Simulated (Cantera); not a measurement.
A perfectly stirred reactor is fed with H2 : O2 : N2 : NO = 1 : 0.455 : 1.64 : 0.0061 (molar parts), at 263 Torr; it is adiabatic with a 500 K inlet, and is followed from long to short residence time, starting on the burning branch (τ in s: 0.31, 0.11, 0.039, 0.013, 0.0047, 0.0017, 0.00058, 0.0002, 7.1e-05, 2.5e-05).

Detailed kinetics in Cantera: GRI-Mech 3.0 (53 species, 325 reactions). The mechanism lacks 2 NO + O2 → 2 NO2 and HONO, so NO2 and the effect of NO are under-described below about 1400 K.

What does this change do: pressure from 263 Torr to 10500 Torr?


```csv
quantity,before,after
"blow-out, bracketed by the residence times tried","burning at 71.0 µs, out at 25.0 µs","burning at 25.0 µs, the shortest tried"
x(H2) at τ = 0.310 s,0.0454,0.0359
x(O2) at τ = 0.310 s,0.00420,0.000692
x(NO) at τ = 0.310 s,0.00269,0.00144
x(H) at τ = 0.310 s,0.00849,0.00213
x(N2) at τ = 0.310 s,0.610,0.618
x(H2) at τ = 1.70 ms,0.0610,0.0367
x(O2) at τ = 1.70 ms,0.0151,0.000922
x(NO) at τ = 1.70 ms,0.00223,0.00168
x(H) at τ = 1.70 ms,0.0362,0.00237
x(N2) at τ = 1.70 ms,0.589,0.617
```
The hydrogen kinetics of GRI-Mech 3.0 are dated; newer H2 mechanisms differ, most at raised pressure. The pressure lies above the range GRI-Mech 3.0 was tuned for (to about 10 atm).
